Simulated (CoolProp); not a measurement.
Vapour-liquid equilibrium of ethanol (1) + benzene (2) at 187.15 °C; x and y are mole fractions of (1).

Values from CoolProp's multi-fluid Helmholtz-energy mixture model, Schroeder 2014 and Thol 2012; pair parameters Bell 2016.

```tsv
x	bubble pressure (MPa)	y at the bubble point	dew pressure at overall composition x (MPa)	liquid density (mol/L)
0.05	1.380	0.165	1.222	8.731
0.15	1.698	0.346	1.358	8.864
0.25	1.906	0.446	1.518	9.035
0.35	2.046	0.516	1.705	9.258
0.45	2.147	0.574	1.913	9.546
0.55	2.222	0.631	2.109	9.911
0.65	2.276	0.693	2.242	10.36
0.75	2.309	0.765	2.304	10.91
0.85	2.320	0.850	2.320	11.54
0.95	2.312	0.948	2.312	12.27
```

y crosses x between x = 0.85 and 0.95: the model has an azeotrope there.

Pair parameters are fitted to limited data, so mixtures are less certain than the pure fluids.
